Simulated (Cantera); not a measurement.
An adiabatic, constant-volume homogeneous reactor starts with CH4 : O2 : N2 = 1 : 0.952 : 3.58 (molar parts), equivalence ratio 2.1, at 1225 K and 22.0 bar. Integrator tolerance rtol = 1e-08.

Cantera simulation using GRI-Mech 3.0 (53 species, 325 reactions); the numbers are that mechanism's predictions, not measurements. The pressure lies above the range GRI-Mech 3.0 was tuned for (to about 10 atm).

What does this change do: O2 0.952 to 1.4 parts?


```csv
quantity,before,after
time of steepest temperature rise,1.99 ms,1.20 ms
temperature at 1.00 s,2571 K,3248 K
equilibrium temperature,2571 K,3248 K
x(CH4) at 1.00 s,4.86e-8 (gas-phase equilibrium 5.37e-8),3.18e-10 (gas-phase equilibrium 3.62e-10)
x(O2) at 1.00 s,5.87e-7 (gas-phase equilibrium 5.87e-7),0.00112 (gas-phase equilibrium 0.00112)
x(C2H2) at 1.00 s,1.20e-10 (gas-phase equilibrium 1.32e-10),2.08e-12 (gas-phase equilibrium 2.23e-12)
x(C2H4) at 1.00 s,<1e-12 (gas-phase equilibrium <1e-12),<1e-12 (gas-phase equilibrium <1e-12)
x(CH2) at 1.00 s,1.69e-10 (gas-phase equilibrium 1.86e-10),1.96e-10 (gas-phase equilibrium 2.10e-10)
```
Above 3000 K some thermodynamic fits are extrapolated.

What does this change do: 0.0088 parts C2H6 added?


| quantity | before | after |
|---|---|---|
| time of steepest temperature rise | 1.99 ms | 1.55 ms |
| temperature at 1.00 s | 2571 K | 2552 K |
| equilibrium temperature | 2571 K | 2552 K |
| x(CH4) at 1.00 s | 4.86e-8 (gas-phase equilibrium 5.37e-8) | 5.90e-8 (gas-phase equilibrium 6.52e-8) |
| x(O2) at 1.00 s | 5.87e-7 (gas-phase equilibrium 5.87e-7) | 4.43e-7 (gas-phase equilibrium 4.43e-7) |
| x(C2H2) at 1.00 s | 1.20e-10 (gas-phase equilibrium 1.32e-10) | 1.42e-10 (gas-phase equilibrium 1.57e-10) |
| x(C2H4) at 1.00 s | <1e-12 (gas-phase equilibrium <1e-12) | <1e-12 (gas-phase equilibrium <1e-12) |
| x(CH2) at 1.00 s | 1.69e-10 (gas-phase equilibrium 1.86e-10) | 1.70e-10 (gas-phase equilibrium 1.87e-10) |
